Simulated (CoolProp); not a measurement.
Methane along the isobar 4260 kPa: fugacity coefficient from the reference equation and from simpler models built on Tc = -82.6 °C, pc = 4599 kPa, ω = 0.011; each cubic takes its own stable root.

Computed with CoolProp (reference Helmholtz-energy equation of state, Setzmann 1991).

```
T (°C)    phase  reference  van der Waals  Redlich-Kwong  Soave-Redlich-Kwong
-------  ------  ---------  -------------  -------------  -------------------
-136.25  liquid     0.1313         0.2493         0.1221               0.1326
-110.35  liquid     0.3630         0.4757         0.3643               0.3694
-58.45      gas     0.7926         0.7982         0.7891               0.7898
-32.55      gas     0.8551         0.8505         0.8516               0.8539
-6.65       gas     0.8963         0.8866         0.8929               0.8967
19.25       gas     0.9249         0.9125         0.9216               0.9267
45.15       gas     0.9454         0.9319         0.9421               0.9482
71.05       gas     0.9605         0.9465         0.9572               0.9640
```
